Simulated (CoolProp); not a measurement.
Vapour-liquid equilibrium of n-heptane (1) + toluene (2) at 313.6 K; x and y are mole fractions of (1).

Values from CoolProp's multi-fluid Helmholtz-energy mixture model, Span 2003 and Lemmon 2006; pair parameters Bell 2016.

```tsv
x	bubble pressure (kPa)	y at the bubble point	dew pressure at overall composition x (kPa)	liquid density (mol/L)
0.05	8.611	0.109	8.304	9.032
0.2	…	…	9.105	8.560
0.35	10.73	0.480	…	8.130
0.5	11.37	0.601	…	…
0.65	11.86	0.714	…	7.379
0.8	12.23	0.830	…	7.050
0.95	…	0.956	12.49	6.746
```

Task: Fill in the missing entries.

Result: 
- 0.2, bubble pressure (kPa): 9.867
- 0.2, y at the bubble point: 0.331
- 0.35, dew pressure at overall composition x (kPa): 9.976
- 0.5, dew pressure at overall composition x (kPa): 10.84
- 0.5, liquid density (mol/L): 7.738
- 0.65, dew pressure at overall composition x (kPa): 11.60
- 0.8, dew pressure at overall composition x (kPa): 12.15
- 0.95, bubble pressure (kPa): 12.50

No azeotrope shows between x = 0.05 and 0.95.

The pair parameters rest on a limited set of measurements; away from them the model extrapolates.
